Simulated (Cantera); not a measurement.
A diamond (100) surface in a fixed gas of H2 with x(CH4) = 0.012, x(H) = 0.0008, x(CH3) = 0.00036, 9.75 Torr; coverages are run to steady state.

Cantera simulation using the Harris–Goodwin 1993 mechanism for the reconstructed diamond (100) surface; the numbers are that mechanism's predictions, not measurements.

One state of this run: growth (µm/h) = 1.13; θ c6HH = 0.499; θ c6H* = 0.0108; θ c6*H = 0.255; θ c6** = 0.00437; θ c6HM = 0.177. θ: site fractions in the mechanism's names (c6HH fully hydrogenated, c6H* and c6*H radical sites, c6** diradical, c6HM methylated).

**Question.** Which value of T (K) does it belong to?
(A) 1250
(B) 1100
(C) 1350
(D) 950

**Answer.** D, 950
